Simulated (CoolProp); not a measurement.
Dimethyl carbonate along the isotherm 66.05 °C: Z from the reference equation and from simpler models built on Tc = 283.9 °C, pc = 4.909 MPa, ω = 0.346; each cubic takes its own stable root.

Model: reference Helmholtz-energy equation of state, Zhou 2011, in CoolProp.

| p (MPa) | phase | reference |
|---|---|---|
| 0.0388 | gas | 0.9863 |
| 0.0883 | liquid | 0.002798 |
| 0.201 | liquid | 0.006369 |
| 0.457 | liquid | 0.01448 |
| 1.04 | liquid | 0.03292 |
| 2.37 | liquid | 0.07489 |
| 5.39 | liquid | 0.1697 |
| 12.3 | liquid | 0.3843 |

Problem. How far does each simpler model (Soave-Redlich-Kwong, Peng-Robinson) lie from the reference over these 8 states: mean and median of the absolute difference, and the worst?

Solution. 
- Soave-Redlich-Kwong: mean 10.5 %, median 12.1 %, worst +12.2 % at 66.05 °C and 0.0883 MPa
- Peng-Robinson: mean 0.6 %, median 0.6 %, worst -0.7 % at 66.05 °C and 12.3 MPa
